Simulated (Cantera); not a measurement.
A closed system holds: 1 mol BF₃, a varied amount of H₂, 14 mol H₂O, equilibrated at 94000 Pa.

These are equilibrium values from Cantera (NASA tables, ideal gas, pure condensed phases), not measurements of a reactor. Candidate condensed phases: B, B₂O₃, B₃O₃H₃, H₂O; 43 gas species. The tables' values for BF₂ are old estimates. Gases not in the tables: H₃BO₃. Equilibrium is a limit: real reactors are often held back by kinetics, nucleation or transport.

Stable condensed phases, one row left out:

```
T in K \ n(H₂) in mol
         7.1 9.6  13  18  24  32  43  58  79 110 140
   1850    A   A   A   A   A   A   A   A   A   A   A
   1750    A   A   A   A   A   A   A   A   A   A   A
   1650    A   A   A   A   A   A   A   A   A   A   A
   1550    A   A   A   A   A   A   A   A   A   A   A
   1450    B   B   B   B   B   B   B   B   B   A   A
   1350    B   B   B   B   B   B   B   B   B   B   B
   1250    B   B   B   B   B   B   B   B   B   B   B
   1050    A   B   B   B   B   B   B   B   B   B   B
    950    A   A   A   A   A   A   A   B   B   B   B
    850    A   A   A   A   A   A   A   A   A   A   A
    750    A   A   A   A   A   A   A   A   A   A   A
```

A: gas only; B: B₂O₃.

Question: Give the row for 1150 K.

Answer: 7.1: B₂O₃; 9.6: B₂O₃; 13: B₂O₃; 18: B₂O₃; 24: B₂O₃; 32: B₂O₃; 43: B₂O₃; 58: B₂O₃; 79: B₂O₃; 110: B₂O₃; 140: B₂O₃.
